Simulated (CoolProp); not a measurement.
C2F6 (R116) along the isotherm -35.45 °C: density (kg/m³) from the reference equation and from simpler models built on Tc = 19.9 °C, pc = 3.048 MPa, ω = 0.257; each cubic takes its own stable root.

The numbers come from the reference Helmholtz-energy equation of state, Lemmon 2006 in CoolProp. It is a short technical equation, of lower accuracy than the large ones.

| p (MPa) | phase | reference |
|---|---|---|
| 0.0145 | gas | 1.016 |
| 0.0225 | gas | 1.579 |
| 0.035 | gas | 2.463 |
| 0.0546 | gas | 3.859 |
| 0.085 | gas | 6.050 |
| 0.132 | gas | 9.500 |
| 0.206 | gas | 15.10 |
| 0.321 | gas | 24.25 |
| 0.499 | gas | 39.76 |
| 0.778 | liquid | 1394 |
| 1.21 | liquid | 1399 |
| 1.89 | liquid | 1406 |
| 2.94 | liquid | 1416 |
| 4.57 | liquid | 1431 |

Problem. How far does each simpler model (van der Waals, Redlich-Kwong, Soave-Redlich-Kwong, Peng-Robinson) lie from the reference over these 14 states: mean and median of the absolute difference, and the worst?

Solution. 
- van der Waals: mean 21.6 %, median 1.9 %, worst -95.5 % at -35.45 °C and 0.778 MPa
- Redlich-Kwong: mean 9.8 %, median 0.6 %, worst -95.2 % at -35.45 °C and 0.778 MPa
- Soave-Redlich-Kwong: mean 2.2 %, median 0.2 %, worst -6.7 % at -35.45 °C and 0.778 MPa
- Peng-Robinson: mean 2.4 %, median 0.3 %, worst +7.3 % at -35.45 °C and 4.57 MPa

At some of these states van der Waals, Redlich-Kwong gives the other phase, because its saturation line lies elsewhere.
